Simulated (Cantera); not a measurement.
**Silicon etching in halogen gases: Si + HCl + N₂**

Charge: 1 mol Si, 4.6 mol HCl, 17 mol N₂, at 400 °C and 0.0518 Torr.

Method: chemical equilibrium by Gibbs-energy minimisation in Cantera with the NASA 1993 tables (ideal gas, pure condensed phases). Candidate condensed phases: NH₄Cl, Si, Si₃N₄; 28 gas species. N₂ is the only nitrogen source here; it is nearly inert below about 1500 K, so the nitride shown seldom forms there in practice. Kinetics and transport are ignored.

```json
{
  "x(N₂)": "0.800",
  "x(HCl)": "0.136",
  "x(H₂)": "0.0427",
  "x(SiCl₄)": "0.0213",
  "n(Si₃N₄(s))": "0.185 mol",
  "gas_amount": "20.79 mol",
  "log10 activity of Si(s) (absent)": "-10.68"
}
```
